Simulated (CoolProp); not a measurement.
Properties of n-octane along the isotherm 616.7 K.

Values from CoolProp's reference Helmholtz-energy equation of state, Beckmüller 2019.

```tsv
p (bar)	phase	density (kg/m³)	cp (kJ/(kg K))	Joule-Thomson coefficient (K/MPa)	isothermal compressibility (1/MPa)	viscosity (µPa s)
1.38	gas	3.122	2.927	…	7.359	11.6
2.76	gas	6.343	2.937	6.295	3.739	11.6
4.14	gas	9.670	2.948	6.418	2.535	11.7
5.52	gas	13.11	2.959	6.549	1.935	11.7
6.9	gas	16.68	2.972	6.686	1.576	11.8
8.28	gas	20.37	…	6.831	1.339	11.8
9.66	gas	24.21	3.001	6.985	1.171	11.9
11	gas	28.08	3.017	7.142	1.050	12.0
12.4	gas	32.30	3.036	…	…	12.1
```

Question: Fill in the missing entries.

Answer: 
- 1.38, Joule-Thomson coefficient (K/MPa): 6.177
- 8.28, cp (kJ/(kg K)): 2.986
- 12.4, Joule-Thomson coefficient (K/MPa): 7.317
- 12.4, isothermal compressibility (1/MPa): 0.9525

Viscosity comes from a separate model (Huber 2004).
